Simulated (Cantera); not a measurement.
Cantera run:

```python
import numpy as np
import cantera as ct

gas_names = """
    SiH2 H2S Si SiH4 H2
""".split()
cond_names = """
    S(cr1) S(cr2) S(L) Si(cr) Si(L)
""".split()


# ... load() reads the species with a 1 bar reference pressure and builds the phases ...
species = {s.name: s for s in load("nasa_gas.yaml", gas_names) + load("nasa_condensed.yaml", cond_names)}
# Each term lists the table entries of one substance; the one whose range holds T is used.
reactions = {
    'S + SiH2(g) = H2S(g) + Si(g)':
        [(-1, ['S(cr1)', 'S(cr2)', 'S(L)']), (-1, ['SiH2']), (1, ['H2S']), (1, ['Si'])],
    '2 SiH2(g) = Si + SiH4(g)':
        [(-2, ['SiH2']), (1, ['Si(cr)', 'Si(L)']), (1, ['SiH4'])],
    'SiH4(g) = Si + 2 H2(g)':
        [(-1, ['SiH4']), (1, ['Si(cr)', 'Si(L)']), (2, ['H2'])],
}


def pick(names, T):
    return next(species[n] for n in names if species[n].thermo.min_temp <= T <= species[n].thermo.max_temp)


results = []
for label, terms in reactions.items():
    print(label)
    print("     T/K   dH/kJ  dS/(J/K)   dG/kJ   log10 K")
    for T in [650, 675, 700, 725, 750, 775, 800, 825, 850, 875, 900]:
        used = [(nu, pick(names, T)) for nu, names in terms]
        dH = sum(nu * s.thermo.h(T) for nu, s in used) / 1e6
        dS = sum(nu * s.thermo.s(T) for nu, s in used) / 1e3
        dG = dH - T * dS / 1e3
        logK = -dG * 1e6 / (ct.gas_constant * T * np.log(10))
        results.append((label, T, dH, dS, dG, logK, [s.name for _, s in used]))
        print(f"{T:8g} {dH:8.1f} {dS:8.1f} {dG:8.1f} {logK:8.2f}")
```

Output:

```
S + SiH2(g) = H2S(g) + Si(g)
     T/K   dH/kJ  dS/(J/K)   dG/kJ   log10 K
     650    175.5    115.5    100.4    -8.07
     675    174.9    114.6     97.5    -7.55
     700    174.4    113.9     94.7    -7.06
     725    173.9    113.2     91.8    -6.62
     750    173.4    112.5     89.0    -6.20
     775    172.8    111.8     86.2    -5.81
     800    172.3    111.1     83.4    -5.45
     825    171.8    110.4     80.7    -5.11
     850    171.2    109.7     77.9    -4.79
     875    170.6    109.0     75.2    -4.49
     900    170.0    108.3     72.5    -4.20
2 SiH2(g) = Si + SiH4(g)
     T/K   dH/kJ  dS/(J/K)   dG/kJ   log10 K
     650   -458.5   -196.2   -330.9    26.59
     675   -458.6   -196.5   -326.0    25.23
     700   -458.8   -196.7   -321.1    23.96
     725   -459.0   -197.0   -316.2    22.78
     750   -459.1   -197.2   -311.2    21.68
     775   -459.3   -197.4   -306.3    20.64
     800   -459.5   -197.6   -301.4    19.68
     825   -459.6   -197.8   -296.4    18.77
     850   -459.8   -198.0   -291.5    17.91
     875   -459.9   -198.1   -286.5    17.10
     900   -460.0   -198.3   -281.6    16.34
SiH4(g) = Si + 2 H2(g)
     T/K   dH/kJ  dS/(J/K)   dG/kJ   log10 K
     650    -25.6     95.8    -87.9     7.06
     675    -25.3     96.4    -90.3     6.99
     700    -25.0     96.8    -92.7     6.92
     725    -24.7     97.2    -95.1     6.85
     750    -24.4     97.6    -97.6     6.80
     775    -24.2     97.9   -100.0     6.74
     800    -24.0     98.2   -102.5     6.69
     825    -23.8     98.4   -104.9     6.64
     850    -23.6     98.6   -107.4     6.60
     875    -23.4     98.8   -109.9     6.56
     900    -23.3     98.9   -112.3     6.52
```

Source: NASA polynomial tables (part measured, part estimated), evaluated in Cantera. Condensed species are held in their standard states even where they would react or evaporate.
